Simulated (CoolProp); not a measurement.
A closed Brayton cycle with carbon dioxide: compressor inlet 309.15 K and 9.1 MPa, high pressure 17.4 MPa, turbine inlet 985 K, compressor efficiency 0.85, turbine efficiency 0.93, recuperator effectiveness 0.8 (on enthalpy, no pinch check). Each further row changes one setting.

The numbers come from the reference Helmholtz-energy equation of state, Span 1996 in CoolProp.

```tsv
case	thermal efficiency (%)	net work (kJ/kg)	compressor to turbine work	compressor exit (K)	turbine exit (K)
as stated	26.5	95.1	0.13	327.6	894.0
turbine inlet 935 K	26.2	89.3	0.14	327.6	847.1
compressor inlet 319.15 K	27.1	85.2	0.22	362.3	894.0
high pressure 14.8 MPa	22.2	73.0	0.12	322.6	916.2
recuperator effectiveness 0.5	16.7	95.1	0.13	327.6	894.0
```
